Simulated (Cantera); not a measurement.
**Adiabatic ignition**

An adiabatic, constant-volume homogeneous reactor starts with CH₄ : C₂H₆ : C₃H₈ : O₂ : N₂ : H₂ = 1 : 0.06 : 0.23 : 9.08 : 64.5 : 0.68 (molar parts), equivalence ratio 0.41, at 1800 K and 2.17 atm.

Computed with Cantera and GRI-Mech 3.0 (53 species, 325 reactions). GRI-Mech 3.0 was tuned for natural gas; its chemistry of propane as a main component is partial and can be far from experiment.

```
t (s)     T (K)  P (bar)   x CH₄    x C₂H₆   x C₃H₈      x NO   x C₂H₄     x HCN     x NO₂
--------  -----  -------  ------  --------  -------  --------  -------  --------  --------
4.00e-6    1795     2.20  0.0121  0.000540  0.00133   2.26e-9  0.00165   3.55e-9  4.63e-12
1.86e-5    2154     2.68  <1e-12    <1e-12   <1e-12   1.20e-5   <1e-12   1.46e-9   8.89e-9
8.62e-5    2360     2.90  <1e-12    <1e-12   <1e-12  0.000127   <1e-12  1.49e-12   1.23e-7
0.000400   2435     2.98  <1e-12    <1e-12   <1e-12  0.000440   <1e-12    <1e-12   4.18e-7
0.00186    2433     2.98  <1e-12    <1e-12   <1e-12   0.00156   <1e-12    <1e-12   1.48e-6
0.00862    2424     2.97  <1e-12    <1e-12   <1e-12   0.00545   <1e-12  1.04e-12   5.13e-6
0.0400     2411     2.95  <1e-12    <1e-12   <1e-12    0.0107   <1e-12  1.17e-12   9.97e-6
0.186      2409     2.95  <1e-12    <1e-12   <1e-12    0.0112   <1e-12  1.18e-12   1.05e-5
0.862      2409     2.95  <1e-12    <1e-12   <1e-12    0.0112   <1e-12  1.18e-12   1.05e-5
4.00       2409     2.95  <1e-12    <1e-12   <1e-12    0.0112   <1e-12  1.18e-12   1.05e-5
```
x: mole fraction; the columns are a selection and need not sum to one.

The time of steepest temperature rise is 10.1 µs and the temperature at 4.00 s is 2409 K. The equilibrium temperature comes out as 2409 K. The x(CH₄) at 4.00 s is <1e-12 (gas-phase equilibrium <1e-12), the x(C₂H₆) at 4.00 s comes out as <1e-12 (gas-phase equilibrium <1e-12) and the x(C₃H₈) at 4.00 s is <1e-12 (gas-phase equilibrium <1e-12).
